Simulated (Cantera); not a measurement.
## N2O furnace oxynitridation

An isothermal, constant-pressure homogeneous reactor starts with N2O : O2 = 1 : 1.3 (molar parts), at 1125 K and 2700 Pa.

Detailed kinetics in Cantera: GRI-Mech 3.0 (53 species, 325 reactions). GRI-Mech 3.0 was tuned for natural gas; its chemistry of N2O as a main component is partial and can be far from experiment. Radical loss at walls, strong at low pressure, is not modelled. The mechanism lacks the step 2 NO + O2 → 2 NO2, which can matter for NO2 below about 1400 K. The temperature is held fixed by assumption; the heat of reaction is taken as removed at once.

```json
[
 {"t (s)": "0.000700", "x N2O": "0.435", "x O2": "0.565", "x NO": "3.26e-8", "x NO2": "<1e-12", "x N2": "7.51e-7", "x O": "3.42e-7"},
 {"t (s)": "0.00163", "x N2O": "0.435", "x O2": "0.565", "x NO": "1.24e-7", "x NO2": "<1e-12", "x N2": "2.04e-6", "x O": "4.79e-7"},
 {"t (s)": "0.00378", "x N2O": "0.435", "x O2": "0.565", "x NO": "3.78e-7", "x NO2": "<1e-12", "x N2": "5.27e-6", "x O": "5.23e-7"},
 {"t (s)": "0.00877", "x N2O": "0.435", "x O2": "0.565", "x NO": "9.85e-7", "x NO2": "1.63e-12", "x N2": "1.29e-5", "x O": "5.24e-7"},
 {"t (s)": "0.0204", "x N2O": "0.435", "x O2": "0.565", "x NO": "2.39e-6", "x NO2": "9.60e-12", "x N2": "3.05e-5", "x O": "5.24e-7"},
 {"t (s)": "0.0473", "x N2O": "0.435", "x O2": "0.565", "x NO": "5.66e-6", "x NO2": "5.34e-11", "x N2": "7.16e-5", "x O": "5.24e-7"},
 {"t (s)": "0.110", "x N2O": "0.435", "x O2": "0.565", "x NO": "1.33e-5", "x NO2": "2.89e-10", "x N2": "0.000167", "x O": "5.24e-7"},
 {"t (s)": "0.255", "x N2O": "0.434", "x O2": "0.565", "x NO": "3.09e-5", "x NO2": "1.52e-9", "x N2": "0.000388", "x O": "5.24e-7"},
 {"t (s)": "0.592", "x N2O": "0.434", "x O2": "0.565", "x NO": "7.17e-5", "x NO2": "7.66e-9", "x N2": "0.000901", "x O": "5.24e-7"},
 {"t (s)": "1.38", "x N2O": "0.432", "x O2": "0.566", "x NO": "0.000166", "x NO2": "3.54e-8", "x N2": "0.00209", "x O": "5.24e-7"},
 {"t (s)": "3.19", "x N2O": "0.429", "x O2": "0.566", "x NO": "0.000384", "x NO2": "1.39e-7", "x N2": "0.00483", "x O": "5.24e-7"},
 {"t (s)": "7.42", "x N2O": "0.421", "x O2": "0.567", "x NO": "0.000883", "x NO2": "4.38e-7", "x N2": "0.0111", "x O": "5.24e-7"},
 {"t (s)": "17.2", "x N2O": "0.403", "x O2": "0.570", "x NO": "0.00200", "x NO2": "1.14e-6", "x N2": "0.0251", "x O": "5.24e-7"},
 {"t (s)": "40.0", "x N2O": "0.365", "x O2": "0.575", "x NO": "0.00438", "x NO2": "2.65e-6", "x N2": "0.0551", "x O": "5.23e-7"}
]
```
x: mole fraction; the columns are a selection and need not sum to one.

Equilibrium at this temperature and pressure: N2O 1.02e-9, O2 0.643, NO 0.000126, NO2 8.95e-7, N2 0.357, O 2.27e-8 (gas phase only).
